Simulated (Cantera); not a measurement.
Cantera run:

```python
import numpy as np
import cantera as ct

gas_names = """
    C CO CO2 C2 C2O C3 C3O2 C4 C5 O O2 O3 Ti TiO TiO2
""".split()
cond_names = """
    C(gr) Ti(a) Ti(b) Ti(L) TiC(s) TiC(L) TiO(a) TiO(b) TiO(L) TiO2(ru) TiO2(L) Ti2O3(a) Ti2O3(b)
    Ti2O3(L) Ti3O5(a) Ti3O5(b) Ti3O5(L) Ti4O7(s) Ti4O7(L)
""".split()


# ... load() reads the species with a 1 bar reference pressure and builds the phases ...
atoms = {
    'TiO2': {'Ti': 1, 'O': 2},
    'C': {'C': 1},
    'CO': {'C': 1, 'O': 1},
}
top_T = {'C(gr)': 4500}  # K; cautious upper limits of use, not melting points


# ... equilibrate(T, P, feed) seeds the gas with the atoms and calls Mixture.equilibrate('TP', solver="vcs", rtol=1e-11, max_steps=5000) ...
results = []
feed = {'TiO2': 1, 'C': 1.8, 'CO': 2.5}  # mol
P = 100000  # Pa
for T in [1125, 1150, 1175, 1200, 1225, 1250, 1275, 1300, 1325, 1350, 1375, 1400, 1425]:
    mix = equilibrate(T, P, feed)
    results.append((T, P, feed, dict(zip(mix.species_names, mix.species_moles))))

top = {s: max(r[3][s] / sum(r[3][g] for g in gas_names) for r in results) for s in gas_names}
cols = sorted((s for s in top if top[s] > 1e-05), key=lambda s: -top[s])[:8]
seen = [c for c in cond_names if any(r[3].get(c, 0) > 1e-12 for r in results)]
print("log10 of partial pressures in bar; condensed amounts in mol")
print(f"{'T/K':>10s}" + "".join(f"{s[:9]:>10s}" for s in cols + seen))
for T, P, feed, n in results:
    ng = sum(n[g] for g in gas_names)
    print(f"{T:10.4g}" + "".join(f"{np.log10(max(n[s] / ng * P / 1e5, 1e-99)):10.3f}" for s in cols)
          + "".join(f"{n.get(c, 0):10.4g}" for c in seen))
```

Output:

```
log10 of partial pressures in bar; condensed amounts in mol
       T/K        CO       CO2     C(gr)  TiO2(ru)  Ti4O7(s)
      1125    -0.023    -1.280     1.925         1         0
      1150    -0.016    -1.436     1.888         1         0
      1175    -0.011    -1.590     1.863         1         0
      1200    -0.008    -1.740     1.845         1         0
      1225    -0.006    -1.885     1.832         1         0
      1250    -0.004    -2.025     1.823         1         0
      1275    -0.003    -2.160     1.817         1         0
      1300    -0.002    -2.291     1.813         1         0
      1325    -0.002    -2.417      1.81         1         0
      1350    -0.001    -2.538     1.807         1         0
      1375    -0.001    -2.655     1.556         0      0.25
      1400    -0.001    -2.767     1.555         0      0.25
      1425    -0.001    -2.876     1.554         0      0.25
```

Cantera equilibrium calculation (NASA polynomials, part measured and part estimated; ideal gas, pure solids and liquids). Condensed phases not in the tables: Magnéli phases beyond Ti4O7.
